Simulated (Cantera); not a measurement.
# Diamond growth

A diamond (100) surface in a fixed gas of H2 with x(CH4) = 0.0099, x(H) = 0.0021, x(CH3) = 0.0018, at 1200 K; coverages are run to steady state.

Cantera simulation using the Harris–Goodwin 1993 mechanism for the reconstructed diamond (100) surface; the numbers are that mechanism's predictions, not measurements.

| P (Pa) | growth (µm/h) | θ c6HH | θ c6H* | θ c6*H | θ c6** | θ c6HM |
|---|---|---|---|---|---|---|
| 580 | 0.729 | 0.447 | 0.0375 | 0.480 | 0.0225 | 0.00349 |
| 1100 | 1.67 | 0.444 | 0.0373 | 0.477 | 0.0223 | 0.00652 |
| 1900 | 3.57 | 0.441 | 0.0370 | 0.474 | 0.0221 | 0.0109 |
| 3500 | 8.85 | 0.436 | 0.0365 | 0.467 | 0.0218 | 0.0190 |
| 6300 | 22.0 | 0.428 | 0.0357 | 0.457 | 0.0213 | 0.0310 |
| 11000 | 52.3 | 0.417 | 0.0347 | 0.444 | 0.0207 | 0.0467 |
| 21000 | 138 | 0.401 | 0.0333 | 0.425 | 0.0198 | 0.0691 |
| 37000 | 303 | 0.387 | 0.0320 | 0.408 | 0.0190 | 0.0896 |
θ: site fractions in the mechanism's names (c6HH fully hydrogenated, c6H* and c6*H radical sites, c6** diradical, c6HM methylated).
